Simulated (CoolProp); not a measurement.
Vapour-liquid equilibrium of isobutane (1) + isobutene (2) at -60.15 °C; x and y are mole fractions of (1).

The numbers come from the multi-fluid Helmholtz-energy mixture model, Bücker 2006 and Lemmon 2005; pair parameters Bell 2016 in CoolProp.

```csv
x,"bubble pressure, mixture model (bar)","bubble pressure, Raoult's law (bar)","y, mixture model","y, Raoult's law"
0.05,0.07002,0.06955,0.072,0.066
0.2,0.07454,0.07306,0.262,0.251
0.35,0.07852,0.07658,0.426,0.420
0.5,0.08210,0.08010,0.572,0.573
0.65,0.08533,0.08361,0.707,0.714
0.8,0.08827,0.08713,0.835,0.843
0.95,0.09097,0.09064,0.959,0.962
```

The largest gap from Raoult's law is +2.5 % in bubble pressure, at x = 0.35. No azeotrope shows between x = 0.05 and 0.95.

Pair parameters are fitted to limited data, so mixtures are less certain than the pure fluids.
